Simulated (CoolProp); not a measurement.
Properties of sulfur dioxide along the isotherm 476.6 K (Tc = 430.6 K, pc = 7887 kPa, ω = 0.256).

The numbers come from the reference Helmholtz-energy equation of state, Gao 2016 in CoolProp.

| p (kPa) | phase | density (kg/m³) | cv (kJ/(kg K)) | expansivity (1/kK) |
|---|---|---|---|---|
| 2190 | gas | 38.07 | (withheld) | 2.706 |
| 4380 | gas | 82.96 | (withheld) | 3.610 |
| 6560 | gas | (withheld) | 0.6779 | 5.055 |
| 8750 | supercritical | 209.5 | 0.7238 | 7.618 |
| 10900 | supercritical | (withheld) | 0.7771 | 12.32 |
| 13100 | supercritical | 452.1 | 0.8185 | (withheld) |
| 15300 | supercritical | 596.5 | 0.8122 | 15.16 |
| 17500 | supercritical | 692.7 | 0.7911 | 10.65 |
| 19700 | supercritical | 755.7 | 0.7753 | 8.023 |
| 21900 | supercritical | 801.2 | 0.7645 | (withheld) |
| 24100 | supercritical | 836.8 | 0.7569 | 5.521 |
| 26200 | supercritical | 864.8 | (withheld) | 4.869 |
| 28400 | supercritical | 889.8 | 0.7478 | 4.363 |
| 30600 | supercritical | 911.5 | 0.7450 | 3.974 |
| 32800 | supercritical | 930.7 | 0.7429 | 3.665 |
| 35000 | supercritical | 948.0 | 0.7413 | 3.412 |

Fill in the missing entries.


- 2190, cv (kJ/(kg K)): 0.6115
- 4380, cv (kJ/(kg K)): 0.6414
- 6560, density (kg/m³): 137.8
- 10900, density (kg/m³): 308.3
- 13100, expansivity (1/kK): 17.87
- 21900, expansivity (1/kK): 6.498
- 26200, cv (kJ/(kg K)): 0.7518
